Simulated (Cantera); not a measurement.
Mixture: CH₄ : O₂ : N₂ = 1 : 1.82 : 6.84 (molar parts), at 24800 Torr, adiabatic and at constant pressure. Ignition delay is the time to a rise of 400 K.

Model: GRI-Mech 3.0 (53 species, 325 reactions), integrated in Cantera. The pressure lies above the range GRI-Mech 3.0 was tuned for (to about 10 atm).

Problem. What does this change do: pressure from 24800 Torr to 3750 Torr?

Solution. 
```tsv
quantity	before	after
delay at 1225 K	0.962 ms	7.63 ms
delay at 1325 K	0.327 ms	2.28 ms
delay at 1425 K	0.125 ms	0.756 ms
delay at 1525 K	51.7 µs	0.274 ms
delay at 1625 K	22.8 µs	0.109 ms
delay at 1725 K	10.7 µs	48.6 µs
apparent activation energy between 1525 and 1725 K	170 kJ/mol	190 kJ/mol
```

Problem. What does this change do: N2 6.84 to 11 parts?

Solution. 
| quantity | before | after |
|---|---|---|
| delay at 1225 K | 0.962 ms | 1.46 ms |
| delay at 1325 K | 0.327 ms | 0.510 ms |
| delay at 1425 K | 0.125 ms | 0.198 ms |
| delay at 1525 K | 51.7 µs | 82.4 µs |
| delay at 1625 K | 22.8 µs | 36.0 µs |
| delay at 1725 K | 10.7 µs | 16.4 µs |
| apparent activation energy between 1525 and 1725 K | 170 kJ/mol | 180 kJ/mol |
